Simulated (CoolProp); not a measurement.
Vapour-liquid equilibrium of carbon dioxide (1) + CH3F (R41) (2) at 3.11 MPa; x and y are mole fractions of (1).

Model: multi-fluid Helmholtz-energy mixture model, Span 1996 and Lemmon 2006; pair parameters Bell 2016, in CoolProp.

Q: Give the bubble temperature and the first vapour's composition at x = 0.35, 0.8, 0.95. Is there an azeotrope?

A: x = 0.35: 281.6 K, y = 0.421; x = 0.8: 272.7 K, y = 0.851; x = 0.95: 269.9 K, y = 0.966. No azeotrope shows between x = 0.05 and 0.95.

Pair parameters are fitted to limited data, so mixtures are less certain than the pure fluids.
